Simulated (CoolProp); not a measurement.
Vapour-liquid equilibrium of C3F8 (R218) (1) + R134a (2) at 0.226 MPa; x and y are mole fractions of (1).

Model: multi-fluid Helmholtz-energy mixture model, Lemmon 2006 and Tillner-Roth 1994; pair parameters Bell 2016, in CoolProp.

Task: Give the bubble temperature and the first vapour's composition at x = 0.05, 0.35, 0.725. Is there an azeotrope?

Result: x = 0.05: 261.7 K, y = 0.191; x = 0.35: 252.6 K, y = 0.543; x = 0.725: 251.4 K, y = 0.686. y crosses x between x = 0.65 and 0.725: the model has an azeotrope there.

Pair parameters are fitted to limited data, so mixtures are less certain than the pure fluids.
